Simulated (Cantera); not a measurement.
An isothermal, constant-pressure homogeneous reactor starts with CH4 : N2 = 1 : 11 (molar parts), at 1900 K and 0.0132 atm.

Detailed kinetics in Cantera: GRI-Mech 3.0 (53 species, 325 reactions). GRI-Mech 3.0 stops at C3 and has no aromatics, soot or wall deposition, so with more carbon than oxygen in the feed, carbon stays in small species such as C2H2 where larger ones or solid carbon would form. Radical loss at walls, strong at low pressure, is not modelled.

Q: Predict: x(CH4) at 100 s; x(CH3) at 100 s; x(CH2) at 100 s; x(C2H) at 100 s; x(C2H4) at 100 s; x(HCN) at 100 s; x(H2) at 100 s.

A: x(CH4) at 100 s: 7.28e-7 (gas-phase equilibrium 1.44e-6)
x(CH3) at 100 s: 2.98e-7 (gas-phase equilibrium 5.88e-7)
x(CH2) at 100 s: 7.40e-9 (gas-phase equilibrium 1.46e-8)
x(C2H) at 100 s: 1.02e-5 (gas-phase equilibrium 2.56e-6)
x(C2H4) at 100 s: 7.03e-7 (gas-phase equilibrium 1.76e-7)
x(HCN) at 100 s: 0.000184 (gas-phase equilibrium 0.0577)
x(H2) at 100 s: 0.114 (gas-phase equilibrium 0.114)
